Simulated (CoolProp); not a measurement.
Carbon dioxide along the isobar 1.75 MPa: density (kg/m³) from the reference equation and from simpler models built on Tc = 304.1 K, pc = 7.377 MPa, ω = 0.224; each cubic takes its own stable root.

Values from CoolProp's reference Helmholtz-energy equation of state, Span 1996.

```
T (K)  phase  reference  ideal gas  van der Waals  Redlich-Kwong  Soave-Redlich-Kwong  Peng-Robinson
-----  -----  ---------  ---------  -------------  -------------  -------------------  -------------
297.2    gas      34.40      31.17          33.87          34.32                34.36          34.70
303.4    gas      33.44      30.53          33.03          33.41                33.41          33.74
309.6    gas      32.55      29.92          32.23          32.55                32.53          32.84
315.9    gas      31.71      29.32          31.46          31.73                31.68          31.98
322.1    gas      30.93      28.76          30.74          30.97                30.90          31.18
328.3    gas      30.19      28.22          30.06          30.25                30.17          30.43
334.5    gas      29.50      27.69          29.41          29.56                29.47          29.72
340.8    gas      28.83      27.18          28.78          28.91                28.80          29.04
347      gas      28.21      26.69          28.19          28.29                28.17          28.40
353.2    gas      27.62      26.23          27.62          27.70                27.58          27.80
```
